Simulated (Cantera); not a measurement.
A closed system holds: 1 mol FeCl3, 0.096 mol H2O, 0.1 mol N2, held at 1423.15 K and 2.20 mbar.

These are equilibrium values from Cantera (NASA tables, ideal gas, pure condensed phases), not measurements of a reactor. Candidate condensed phases: Fe, FeCl2, FeCl3, FeO, Fe(OH)2, Fe(OH)3, Fe2O3, Fe3O4, H2O, NH4Cl; 37 gas species. The numbers say what is thermodynamically allowed, not how fast it happens.

Base state: FeCl2 0.486, Cl 0.213, HCl 0.100, Cl2 0.0867, N2 0.0523, FeCl3 0.0365, O2 0.0250, NO 7.32e-5 (mole fractions); condensed: gas only.

Question: What changes in the equilibrium state with this change: pressure from 2.20 mbar to 5.70 mbar?

Answer: 
```json
[
 {"species": "FeCl2", "before": "0.486", "after": "0.482"},
 {"species": "Cl", "before": "0.213", "after": "0.151"},
 {"species": "Cl2", "before": "0.0867", "after": "0.113"},
 {"species": "FeCl3", "before": "0.0365", "after": "0.0667"},
 {"species": "N2", "before": "0.0523", "after": "0.0549"},
 {"species": "HCl", "before": "0.100", "after": "0.105"},
 {"species": "O2", "before": "0.0250", "after": "0.0263"},
 {"species": "Fe2Cl4", "before": "3.75e-5", "after": "9.57e-5"},
 {"species": "H2O", "before": "3.48e-5", "after": "4.85e-5"},
 {"species": "ClO", "before": "4.30e-5", "after": "5.03e-5"}
]
```
